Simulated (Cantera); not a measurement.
Charge: 1 mol Si(CH3)4, 0.0071 mol C3H8, 810 mol H2, equilibrated at 2100 °C.

Cantera equilibrium calculation (NASA polynomials, part measured and part estimated; ideal gas, pure solids and liquids). Candidate condensed phases: C, C6H6, C7H8, C8H18, Si, SiC; 87 gas species. Gases not in the tables: Si2H6 and higher silanes. Rates play no part.

Question: At 75.0 Torr, list the 6 most abundant gas species with their mole fractions, and the condensed phases.

Answer: H2 0.953, H 0.0432, C2H2 (acetylene) 0.00231, Si 0.000961, SiH 9.60e-5, SiC2 6.66e-5. Condensed: gas only.
